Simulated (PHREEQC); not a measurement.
Solution (25 °C): 0.016 mol/kgw NH4HCO3. Closed to the air; pH follows from the charge balance.

All values are PHREEQC results (ion-association model, phreeqc.dat), not measurements.

Each row changes one thing in this solution. This is a speciation only: nothing precipitates in the calculation.

| case | pH | ionic strength (mol/kgw) | HCO3- (mol/kgw) | CO2 (mol/kgw) | NH3 (mol/kgw) | CO3-2 (mol/kgw) |
|---|---|---|---|---|---|---|
| as made | 7.77 | 0.0156 | 0.0154 | 0.000519 | 0.000457 | 6.13e-5 |
| NH4HCO3 from 0.016 to 0.16 mol/kgw | ___ | 0.158 | 0.155 | 0.00444 | 0.00349 | 0.000950 |
| temperature from 25 to 40 °C | ___ | 0.0153 | 0.0152 | 0.000766 | 0.000719 | 4.56e-5 |
| diluted 2-fold with water | 7.77 | 0.00779 | 0.00771 | 0.000267 | 0.000238 | 2.81e-5 |
| NH4HCO3 from 0.016 to 0.0144 mol/kgw | 7.77 | 0.0140 | 0.0139 | 0.000469 | 0.000414 | 5.43e-5 |

Problem. Fill in the missing entries.

Solution. 
- NH4HCO3 from 0.016 to 0.16 mol/kgw, pH: 7.76
- temperature from 25 to 40 °C, pH: 7.54

Carbamate, which ammonia and carbonate form, is missing from the database. At this temperature some constants are extrapolated from 25 °C, and those without enthalpy data are left unchanged.
